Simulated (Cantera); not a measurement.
Diamond growth

A diamond (100) surface in a fixed gas of H2 with x(CH4) = 0.029, x(CH3) = 0.0015, at 1025 K, 0.197 atm; coverages are run to steady state.

Model: the Harris–Goodwin 1993 mechanism for the reconstructed diamond (100) surface, integrated in Cantera.

```csv
x(H),growth (µm/h),θ c6HH,θ c6H*,θ c6*H,θ c6**,θ c6HM
0.0001,13.0,0.153,0.00396,0.0758,0.000398,0.548
0.00022,26.1,0.187,0.00555,0.106,0.00101,0.499
0.0005,49.6,0.251,0.00812,0.155,0.00238,0.416
0.0011,81.4,0.333,0.0114,0.217,0.00452,0.309
0.0025,117,0.422,0.0148,0.282,0.00708,0.195
0.0057,145,0.491,0.0176,0.333,0.00919,0.106
0.013,163,0.533,0.0195,0.363,0.0105,0.0520
0.029,172,0.555,0.0210,0.378,0.0113,0.0246
0.065,178,0.565,0.0229,0.384,0.0119,0.0114
```
θ: site fractions in the mechanism's names (c6HH fully hydrogenated, c6H* and c6*H radical sites, c6** diradical, c6HM methylated).
